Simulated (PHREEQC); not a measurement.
Dissolve 0.0012 mol HF, 0.22 mol (CH3)4NF, 4.8e-05 mol H4SiO4 and 0.027 mol H2SO4 per kg of water at 25 °C. Closed to the air; pH follows from the charge balance.

All values are PHREEQC results (ion-association model, wateq4f.dat), not measurements.

Each row changes one thing in this solution. No solid was allowed to form.

| case | pH | ionic strength (mol/kgw) | F- (mol/kgw) | HF (mol/kgw) | HF2- (mol/kgw) | H2F2 (mol/kgw) |
|---|---|---|---|---|---|---|
| as made | 3.67 | 0.247 | 0.148 | 0.0308 | 0.0185 | 0.00262 |
| diluted 2-fold with water | 3.64 | 0.124 | 0.0775 | 0.0192 | 0.00588 | 0.000991 |
| H2SO4 left out | [?] | 0.220 | 0.219 | 0.000532 | 0.000471 | 7.76e-7 |
| H4SiO4 from 4.8e-05 to 4.32e-05 mol/kgw | 3.67 | 0.247 | 0.148 | 0.0308 | 0.0185 | 0.00262 |
| H2SO4 from 0.027 to 0.135 mol/kgw | 1.83 | 0.329 | 0.00893 | 0.121 | [?] | 0.0411 |
| H4SiO4 left out | 3.67 | 0.247 | 0.148 | 0.0309 | 0.0186 | 0.00263 |
| temperature from 25 to 55 °C | [?] | 0.247 | [?] | 0.0316 | 0.0212 | 0.000880 |
| temperature from 25 to 45 °C | 3.81 | 0.247 | 0.146 | 0.0313 | 0.0207 | 0.00128 |

What belongs in the gaps?


- H2SO4 left out, pH: 5.61
- H2SO4 from 0.027 to 0.135 mol/kgw, HF2- (mol/kgw): 0.00447
- temperature from 25 to 55 °C, pH: 3.89
- temperature from 25 to 55 °C, F- (mol/kgw): 0.145

Complexes and solids missing from the database can't appear. (CH3)4N+ isn't in the database: it is added as a free cation with an ion size of 4 Å. Constants without temperature data keep their 25 °C values here. SiF6-2 is the database's only silicon fluoride.
